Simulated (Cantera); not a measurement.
## Premixed flame

A freely propagating, adiabatic, planar premixed flame of CH₄ : CO : O₂ : N₂ : H₂O = 1 : 0.53 : 2.06 : 7.74 : 1 (molar parts), unburnt at 625 K and 0.987 atm; mixture-averaged transport, grid criteria slope 0.08 and curve 0.16, no radiation.

Computed with Cantera and GRI-Mech 3.0 (53 species, 325 reactions). Burning velocities carry a grid error of a few per cent, more on coarse grids.

```tsv
z (mm)	T (K)	u (m/s)	x CH₄	x CO	x O₂	x HCO	x NO	x OH
-1.10	625	1.27	0.0810	0.0429	0.167	<1e-8	<1e-8	<1e-8
-0.733	626	1.27	0.0808	0.0429	0.167	<1e-8	<1e-8	<1e-8
-0.550	631	1.29	0.0802	0.0428	0.166	<1e-8	<1e-8	1.04e-8
-0.366	671	1.38	0.0775	0.0432	0.163	<1e-8	8.96e-8	6.85e-7
-0.183	989	2.06	0.0583	0.0500	0.138	7.17e-7	1.26e-6	4.31e-5
-0.0916	1369	2.87	0.0334	0.0615	0.103	1.38e-5	3.41e-6	0.000358
0	1737	3.66	0.00835	0.0727	0.0579	5.12e-5	7.59e-6	0.00246
0.0916	1897	3.99	0.000650	0.0670	0.0304	1.80e-5	1.32e-5	0.00659
0.183	1947	4.07	2.64e-5	0.0554	0.0203	1.26e-6	1.70e-5	0.00873
0.366	2001	4.15	6.02e-8	0.0439	0.0148	1.02e-7	2.09e-5	0.00938
0.733	2066	4.27	<1e-8	0.0385	0.0117	6.58e-8	2.55e-5	0.00901
1.47	2138	4.40	<1e-8	0.0358	0.00896	3.98e-8	3.27e-5	0.00802
2.93	2205	4.51	<1e-8	0.0330	0.00622	2.20e-8	4.41e-5	0.00665
```
x: mole fraction of selected species; z is measured from the peak of heat release.

```
Item                        Result
------------------------  --------
laminar burning velocity  127 cm/s
thermal thickness         0.366 mm
peak x(HCO)                5.16e-5
peak x(OH)                 0.00939
grid points                    154
```
